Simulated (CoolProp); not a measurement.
50 sccm (0 °C, 1 atm) of nitrogen bubbles through liquid ethylbenzene at 313 K and leaves saturated at a total pressure of 0.078 MPa (ideal gas phase). Each further row changes one setting.

Values from CoolProp's reference Helmholtz-energy equation of state, Zhou 2012.

```tsv
case	vapour pressure (kPa)	mole fraction of vapour	delivery (mg/min)	delivery (sccm)	change of delivery for a bath 1 K warmer (%)
as stated	2.85	0.0366	8.99	1.90	5.4
bath temperature 318 K	3.66	0.0470	11.7	2.46	5.3
total pressure 0.156 MPa	2.85	0.0183	4.41	0.931	5.3
```
